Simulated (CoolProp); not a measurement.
A simple Rankine cycle with n-perfluorohexane: condensing at 314.15 K, boiler at 0.754 MPa, turbine inlet 407.7 K, turbine efficiency 0.85, pump efficiency 0.8, no recuperator. Each further row changes one setting.

The numbers come from the reference Helmholtz-energy equation of state, Gao 2022 in CoolProp.

```
case                             thermal efficiency (%)  net work (kJ/kg)  heat in (kJ/kg)  turbine exit temperature (K)  volume ratio over the turbine
-------------------------------  ----------------------  ----------------  ---------------  ----------------------------  -----------------------------
as stated                                    (withheld)              18.5              164                         377.7                           16.6
turbine inlet 427.7 K                        (withheld)              19.9              185                         398.7                     (withheld)
condensing temperature 306.15 K                    12.1              20.9       (withheld)                         374.9                           22.8
boiler pressure 0.528 MPa                           9.9              16.7              168                    (withheld)                           10.4
turbine efficiency 0.75                             9.9              16.2              164                         380.1                           16.7
```

### Question
What belongs in the gaps?

### Answer

- as stated, thermal efficiency (%): 11.3
- turbine inlet 427.7 K, thermal efficiency (%): 10.7
- turbine inlet 427.7 K, volume ratio over the turbine: 15.5
- condensing temperature 306.15 K, heat in (kJ/kg): 173
- boiler pressure 0.528 MPa, turbine exit temperature (K): 383.9
